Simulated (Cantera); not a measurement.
An isothermal, constant-pressure homogeneous reactor starts with 66.2 % NO, 33.8 % N2, at 1675 K and 1.00 bar.

Computed with Cantera and GRI-Mech 3.0 (53 species, 325 reactions).

Predict: x(NO) at 2.00 s; x(NO2) at 2.00 s; x(N2) at 2.00 s; x(O) at 2.00 s; x(N2O) at 2.00 s; x(O2) at 2.00 s.


| Item | Result |
|---|---|
| x(NO) at 2.00 s | 0.557 (gas-phase equilibrium 0.00305) |
| x(NO2) at 2.00 s | 0.000948 (gas-phase equilibrium 1.27e-5) |
| x(N2) at 2.00 s | 0.390 (gas-phase equilibrium 0.667) |
| x(O) at 2.00 s | 8.33e-6 (gas-phase equilibrium 1.97e-5) |
| x(N2O) at 2.00 s | 0.000118 (gas-phase equilibrium 1.65e-7) |
| x(O2) at 2.00 s | 0.0520 (gas-phase equilibrium 0.330) |
